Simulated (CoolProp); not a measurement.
Properties of R1336mzz(Z) along the isotherm 430.5 K.

Model: reference Helmholtz-energy equation of state, McLinden 2020, in CoolProp.

```csv
p (MPa),phase,Z,cp (kJ/(kg K)),expansivity (1/kK)
0.0459,gas,0.9936,1.050,2.377
0.0715,gas,0.9901,1.051,2.409
0.111,gas,0.9845,1.054,2.458
0.173,gas,0.9757,?,2.539
0.27,gas,0.9618,?,2.673
0.42,gas,0.9396,1.078,2.903
0.654,gas,0.9035,1.100,3.330
1.02,gas,0.8422,1.148,4.242
1.59,gas,0.7296,1.286,6.968
2.47,liquid,0.1320,2.009,12.58
3.85,liquid,0.1910,1.659,6.682
5.99,liquid,0.2806,1.521,?
9.32,liquid,0.4142,1.439,3.326
14.5,liquid,0.6122,1.384,2.527
```

Problem. Some entries are withheld; supply them.

Solution. 
- 0.173, cp (kJ/(kg K)): 1.058
- 0.27, cp (kJ/(kg K)): 1.066
- 5.99, expansivity (1/kK): 4.537
